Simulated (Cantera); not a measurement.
An isothermal, constant-pressure homogeneous reactor starts with 4.21 % H2, 95.8 % O2, equivalence ratio 0.022, at 1350 K and 18.0 Torr.

Computed with Cantera and GRI-Mech 3.0 (53 species, 325 reactions). Radical loss at walls, strong at low pressure, is not modelled. The temperature is held fixed by assumption; the heat of reaction is taken as removed at once.

One state of this run: x H2 = 2.78e-7; x O2 = 0.957; x H = 3.86e-8; x H2O2 = 1.62e-9; x OH = 9.76e-5. x: mole fraction; the columns are a selection and need not sum to one.

Q: Which value of t (s) does it belong to?
A) 6.97e-5
B) 3.03
C) 0.00128
D) 0.0236

A: B, 3.03
